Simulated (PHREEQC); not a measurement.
Consider water at 25 °C with 2.9 mmol/kgw NH3, 20 mmol/kgw HCl and 56 mmol/kgw H3BO3. It is in equilibrium with CO2 at log p = -1 (atm). Otherwise closed; pH follows from the charge balance.

Computed with PHREEQC (ion-association model, phreeqc.dat).

The pH comes out as 1.82 and the ionic strength is 0.0200 mol/kgw. The specific conductance is 7020 µS/cm. The total alkalinity comes out as -17.1 meq/kg.

```
species  molality  activity   log γ
-------  --------  --------  ------
H3BO3      0.0560    0.0563   0.002
Cl-        0.0200    0.0174  -0.061
H+         0.0171    0.0152  -0.051
CO2       0.00338   0.00340   0.002
NH4+      0.00290   0.00250  -0.065
(CO2)2    2.11e-7   2.12e-7   0.002
HCO3-     1.13e-7   9.93e-8  -0.058
H2BO3-    2.44e-9   2.13e-9  -0.060
```

Precipitation was switched off in this run. Species that the database lacks are ignored.
